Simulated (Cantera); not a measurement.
A freely propagating, adiabatic, planar premixed flame of H2 : O2 : N2 = 1 : 0.962 : 3.62 (molar parts), equivalence ratio 0.52, unburnt at 450 K and 100000 Pa; mixture-averaged transport, grid criteria slope 0.08 and curve 0.16, no radiation.

Computed with Cantera and the H2/O2 subset of GRI-Mech 3.0, which has no nitrogen chemistry. Burning velocities carry a grid error of a few per cent, more on coarse grids. Lean hydrogen flames are cellular in practice and burn faster than this planar one.

Problem. What does this change do: 0.053 parts H2O added?

Solution. 
```csv
quantity,before,after
laminar burning velocity,139 cm/s,131 cm/s
thermal thickness,0.402 mm,0.404 mm
peak x(O),0.00591,0.00540
peak x(OH),0.00641,0.00616
peak x(HO2),0.000326,0.000333
```

Problem. What does this change do: inlet temperature 450 to 525 K?

Solution. 
```
quantity                    before     after
------------------------  --------  --------
laminar burning velocity  139 cm/s  225 cm/s
thermal thickness         0.402 mm  0.407 mm
peak x(O)                  0.00591   0.00776
peak x(OH)                 0.00641   0.00785
peak x(HO2)               0.000326  0.000316
```

Problem. What does this change do: inlet temperature 450 to 550 K?

Solution. 
| quantity | before | after |
|---|---|---|
| laminar burning velocity | 139 cm/s | 261 cm/s |
| thermal thickness | 0.402 mm | 0.412 mm |
| peak x(O) | 0.00591 | 0.00842 |
| peak x(OH) | 0.00641 | 0.00832 |
| peak x(HO2) | 0.000326 | 0.000308 |
